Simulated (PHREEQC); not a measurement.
1 kg of water holding 0.056 mol/kgw Na2SO4 and 0.0036 mol/kgw NaCl is evaporated at 25 °C; the solids stay in contact with the brine. CO2 from the air is kept out. Only these solids could form: Halite, Mirabilite, Thenardite.

Computed with PHREEQC (Pitzer model, pitzer.dat).

Question: Predict ionic strength, Na in solution (mol/kgw), S in solution (mol/kgw) at water left (kg) = 0.5552, 0.06418, 0.02928.

Answer: 
```json
[
 {"water left (kg)": "0.5552", "ionic strength": "0.309", "Na in solution (mol/kgw)": "0.208", "S in solution (mol/kgw)": "0.101"},
 {"water left (kg)": "0.06418", "ionic strength": "2.67", "Na in solution (mol/kgw)": "1.80", "S in solution (mol/kgw)": "0.873"},
 {"water left (kg)": "0.02928", "ionic strength": "5.85", "Na in solution (mol/kgw)": "3.94", "S in solution (mol/kgw)": "1.91"}
]
```

Species that the database lacks are ignored.
